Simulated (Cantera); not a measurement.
Charge: 1 mol CH2F2, 0.55 mol H2, at 1.00 bar.

Cantera equilibrium calculation (NASA polynomials, part measured and part estimated; ideal gas, pure solids and liquids). Candidate condensed phases: C, C6H6, C7H8, C8H18; 110 gas species. Ions and electrons are included (thermal ionisation). Equilibrium is a limit: real reactors are often held back by kinetics, nucleation or transport.

Question: Which condensed phases are stable at each of these points (T (°C)): 1727, 1977, 2227, 2477, 2727, 2977, 3227, 3477, 3727, 3977, 4227, 4477, 4727?

Answer: 
```csv
T (°C),condensed phases,C condensed (%)
1727,C(graphite),99.9
1977,C(graphite),99.6
2227,C(graphite),98.8
2477,C(graphite),97.0
2727,C(graphite),93.5
2977,C(graphite),84.7
3227,C(graphite),46.1
3477,gas only,0.0
3727,gas only,0.0
3977,gas only,0.0
4227,gas only,0.0
4477,gas only,0.0
4727,gas only,0.0
```

From 1727 °C to 3227 °C the condensed part is C(graphite). From 3477 °C to 4727 °C nothing is condensed.
